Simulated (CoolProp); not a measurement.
Vapour-liquid equilibrium of R125 (1) + cyclopropane (2) at 6.25 °C; x and y are mole fractions of (1).

The numbers come from the multi-fluid Helmholtz-energy mixture model, Lemmon 2005 and Polt 1992; pair parameters Bell 2016 in CoolProp. This equation is an older, rougher fit; its heat capacities, sound speeds and derivatives of the liquid may be far off and weren't checked against measurements.

Question: Give the bubble pressure and the first vapour's composition at x = 0.2, 0.35, 0.425. Is there an azeotrope?

Answer: x = 0.2: 0.6933 MPa, y = 0.457; x = 0.35: 0.7743 MPa, y = 0.555; x = 0.425: 0.7995 MPa, y = 0.591. y crosses x between x = 0.725 and 0.8: the model has an azeotrope there.

The pair parameters rest on a limited set of measurements; away from them the model extrapolates.
